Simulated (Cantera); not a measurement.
An isothermal, constant-pressure homogeneous reactor starts with 3.15 % H2, 44.3 % O2, 48.7 % N2, 3.81 % H2O, at 1223 K and 10.00 Torr.

Detailed kinetics in Cantera: GRI-Mech 3.0 (53 species, 325 reactions). Radical loss at walls, strong at low pressure, is not modelled.

x: mole fraction; the columns are a selection and need not sum to one.

```
t (s)         x H2   x O2      x OH       x O     x NO2
--------  --------  -----  --------  --------  --------
0.000200    0.0315  0.443   2.25e-9   2.78e-9    <1e-12
0.000538    0.0315  0.443   1.61e-8   2.26e-8    <1e-12
0.00145     0.0315  0.443       ___       ___    <1e-12
0.00390     0.0124  0.430   0.00382   0.00858    <1e-12
0.0105         ___  0.422       ___       ___  2.00e-12
0.0283    0.000889  0.425   0.00257    0.0110  6.74e-12
0.0761    0.000429  0.430   0.00179   0.00518  1.78e-11
0.205     0.000112  0.433  0.000913   0.00133  5.28e-11
0.552      1.97e-5  0.434  0.000385  0.000235  1.40e-10
1.49       3.59e-6  0.434  0.000165   4.31e-5  2.18e-10
4.00       8.00e-7  0.434   7.82e-5   9.68e-6  2.25e-10
```

Task: Fill in the missing entries.

Result: 
- 0.00145, x OH: 8.57e-7
- 0.00145, x O: 1.23e-6
- 0.0105, x H2: 0.00121
- 0.0105, x OH: 0.00298
- 0.0105, x O: 0.0153
